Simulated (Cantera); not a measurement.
Ignition delay

Mixture: C3H8 : O2 : N2 = 1 : 4.55 : 12.3 (molar parts), equivalence ratio 1.1, at 4.93 atm, adiabatic and at constant volume. Ignition delay is the time to a rise of 400 K.

Computed with Cantera and GRI-Mech 3.0 (53 species, 325 reactions). GRI-Mech 3.0 was tuned for natural gas; its chemistry of propane as a main component is partial and can be far from experiment.

```json
[
 {"T0 (K)": "1075", "delay (ms)": "24.7"},
 {"T0 (K)": "1125", "delay (ms)": "9.06"},
 {"T0 (K)": "1175", "delay (ms)": "3.36"},
 {"T0 (K)": "1225", "delay (ms)": "1.29"},
 {"T0 (K)": "1275", "delay (ms)": "0.519"},
 {"T0 (K)": "1325", "delay (ms)": "0.225"},
 {"T0 (K)": "1375", "delay (ms)": "0.105"}
]
```

```yaml
apparent activation energy between 1275 and 1375 K: 230 kJ/mol
```
